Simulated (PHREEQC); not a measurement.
Make-up at 20 °C: 1 mmol/kgw NH4HF2, 0.6 mmol/kgw H2SiF6, 77 mmol/kgw H3PO4 and 1.3 mmol/kgw HCl. Closed to the air; pH follows from the charge balance.

Computed with PHREEQC (ion-association model, phreeqc.dat).

Task: The ionic strength comes out as 0.0248 mol/kgw. What activity coefficients do F-, SiF6-2, H+, NH4+, Cl- get?

Result: F- 0.86, SiF6-2 0.56, H+ 0.88, NH4+ 0.85, Cl- 0.86.

This is a speciation only: nothing precipitates in the calculation. Examples of supersaturated solids here: Quartz (slow to form). Others may be too. SiF6-2 is the database's only silicon fluoride.
